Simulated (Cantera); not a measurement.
A closed system holds: 1 mol Cu, 25 mol CO, 17 mol H₂, 3.6 mol CO₂, at 973 K and 1.00 bar.

Cantera equilibrium calculation (NASA polynomials, part measured and part estimated; ideal gas, pure solids and liquids). Candidate condensed phases: C, C₆H₆, C₇H₈, C₈H₁₈, Cu, CuO, Cu(OH)₂, Cu₂O, H₂O; 113 gas species. Kinetics and transport are ignored.

Base state: CO 0.409, H₂ 0.326, CO₂ 0.168, H₂O 0.0831, CH₄ 0.0137 (mole fractions); condensed: C(graphite) + Cu(s).

Problem. What changes in the equilibrium state with this change: temperature from 973 K to 1223 K?

Solution. 
```
species           before     after
----------------  ------  --------
CO                 0.409     0.584
H₂                 0.326     0.336
CO₂                0.168    0.0430
H₂O               0.0831    0.0362
CH₄               0.0137  0.000165
C(graphite), mol    5.63         0
Cu(s), mol          1.00     1.000
```

Problem. What changes in the equilibrium state with this change: pressure from 1.00 bar to 0.0290 bar?

Solution. 
| species | before | after |
|---|---|---|
| CO | 0.409 | 0.570 |
| H₂ | 0.326 | 0.351 |
| CO₂ | 0.168 | 0.0572 |
| H₂O | 0.0831 | 0.0218 |
| CH₄ | 0.0137 | 7.58e-5 |
| C(graphite), mol | 5.63 | 0 |
| Cu(s), mol | 1.00 | 1.00 |
